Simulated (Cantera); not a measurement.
**Equilibrium for tantalum, niobium, vanadium and zirconium in process gases: Zr + N₂O + H₂ + O₂**

Input: 1 mol Zr, 1.6 mol N₂O, 9 mol H₂, 3.1 mol O₂.

Cantera equilibrium calculation (NASA polynomials, part measured and part estimated; ideal gas, pure solids and liquids). Candidate condensed phases: H₂O, Zr, ZrN, ZrO₂; 28 gas species. Kinetics and transport are ignored.

Question: Map the stable condensed phases over T = 1450, 1550, 1650, 1750, 1850, 1950, 2050, 2150, 2250, 2350, 2450, 2550, 2650, 2750 K and P in Pa = 0.10, 0.75, 5.6, 42, 320, 2400, 18000, 130000, 1000000.

Answer: 
```
T in K \ P in Pa
            0.10    0.75     5.6      42     320    2400   18000  130000 1000000
   2750        A       A       A       B       B       B       B       B       B
   2650        A       A       A       B       B       B       B       B       B
   2550        A       A       B       B       B       B       B       B       B
   2450        A       B       B       B       B       B       B       B       B
   2350        A       B       B       B       B       B       B       B       B
   2250        B       B       B       B       B       B       B       B       B
   2150        B       B       B       B       B       B       B       B       B
   2050        B       B       B       B       B       B       B       B       B
   1950        B       B       B       B       B       B       B       B       B
   1850        B       B       B       B       B       B       B       B       B
   1750        B       B       B       B       B       B       B       B       B
   1650        B       B       B       B       B       B       B       B       B
   1550        B       B       B       B       B       B       B       B       B
   1450        B       B       B       B       B       B       B       B       B
```
A: gas only; B: ZrO₂.
